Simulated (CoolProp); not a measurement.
The fluid at 293.15 K and 0.00636 MPa expands adiabatically to 0.00078 MPa with isentropic efficiency 0.85. The same conditions are run with several fluids, on thermodynamics alone (safety and materials aside).

The numbers come from the reference Helmholtz-energy equation of state of each fluid (tetrahydrofuran: Fiedler 2023; CH2F2 (R32): Tillner-Roth 1997; R227EA: Lemmon 2016; trans-2-butene: Lemmon 2005) in CoolProp.

Question: Rank tetrahydrofuran, CH2F2 (R32), R227EA, trans-2-butene by work (kJ/kg), highest first.

Answer: trans-2-butene (69.8), CH2F2 (R32) (67.7), tetrahydrofuran (53.5), R227EA (23.9)

```tsv
fluid	final temperature (K)	final phase	final density (kg/m³)
tetrahydrofuran	239.8	two-phase, vapour fraction 0.992	0.0285
CH2F2 (R32)	204.0	gas	0.0239
R227EA	261.7	gas	0.0610
trans-2-butene	245.1	gas	0.0215
```
